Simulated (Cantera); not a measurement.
Charge: 1 mol CO₂, 0.028 mol SO₂, 0.12 mol H₂, equilibrated at 948 K and 2330 Torr.

Method: chemical equilibrium by Gibbs-energy minimisation in Cantera with the NASA 1993 tables (ideal gas, pure condensed phases). Candidate condensed phases: C, C₆H₆, C₇H₈, C₈H₁₈, H₂O, H₂SO₄, S; 123 gas species. Gases not in the tables: S₃ to S₇. Rates play no part.

Base state: CO₂ 0.861, H₂O 0.0815, CO 0.0276, H₂S 0.0209, H₂ 0.00473, COS 0.00387, S₂ 0.000104 (mole fractions); condensed: gas only.

### Question
What changes in the equilibrium state with this change: temperature from 948 K to 1200 K?

### Answer
```
species    before    after
-------  --------  -------
CO₂         0.861    0.837
H₂O        0.0815   0.0931
CO         0.0276   0.0460
H₂S        0.0209  0.00948
SO₂       6.44e-6  0.00310
S₂O       2.08e-7  6.55e-5
SH        3.52e-7  1.44e-5
S₂       0.000104  0.00418
```
